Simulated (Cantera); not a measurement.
Cantera run:

```python
import numpy as np
import cantera as ct

gas_names = [...]  # 87 gases of nasa_gas.yaml made of C, H, Si
cond_names = """
    C(gr) C6H6(L) C7H8(L) C8H18(L),n-octa Si(cr) Si(L) SiC(b)
""".split()


# ... load() reads the species with a 1 bar reference pressure and builds the phases ...
atoms = {
    'Si(CH3)4': {'Si': 1, 'C': 4, 'H': 12},
    'C2H2': {'C': 2, 'H': 2},
    'H2': {'H': 2},
}
top_T = {'C(gr)': 4500, 'SiC(b)': 3050}  # K; cautious upper limits of use, not melting points


# ... equilibrate(T, P, feed) seeds the gas with the atoms and calls Mixture.equilibrate('TP', solver="vcs", rtol=1e-11, max_steps=5000) ...
results = []
feed = {'Si(CH3)4': 1, 'C2H2': 0.4, 'H2': 210}  # mol
T = 1548.15  # K
P = 39000  # Pa
mix = equilibrate(T, P, feed)
results.append((T, P, feed, dict(zip(mix.species_names, mix.species_moles))))
print(gas.report(threshold=1e-06))
for i in range(1, mix.n_phases):
    print(f"{mix.phase(i).name:16s} {mix.phase_moles(i):12.5e} mol")
```

It prints:

```
       temperature   1548.2 K
          pressure   39000 Pa
           density   0.0061432 kg/m^3
  mean mol. weight   2.0276 kg/kmol
   phase of matter   gas

                          1 kg             1 kmol
                     ---------------   ---------------
          enthalpy        1.8687e+07        3.7888e+07  J
   internal energy        1.2338e+07        2.5016e+07  J
           entropy             92669        1.8789e+05  J/K
    Gibbs function       -1.2478e+08         -2.53e+08  J
 heat capacity c_p             16077             32597  J/K
 heat capacity c_v             11976             24283  J/K

                      mass frac. Y      mole frac. X     chem. pot. / RT
                     ---------------   ---------------   ---------------
               CH4         0.0063156        0.00079819           -41.524
    C2H2,acetylene        0.00020167        1.5704e-05           -24.136
              C2H4        1.5117e-05        1.0926e-06           -43.773
                 H        2.4544e-05         4.937e-05           -9.8189
                H2           0.99344           0.99913           -19.638
     [  +82 minor]        6.4604e-06         8.356e-07

C(gr)             3.61997e+00 mol
Si(cr)            0.00000e+00 mol
SiC(b)            9.99994e-01 mol
```

These are equilibrium values from Cantera (NASA tables, ideal gas, pure condensed phases), not measurements of a reactor.
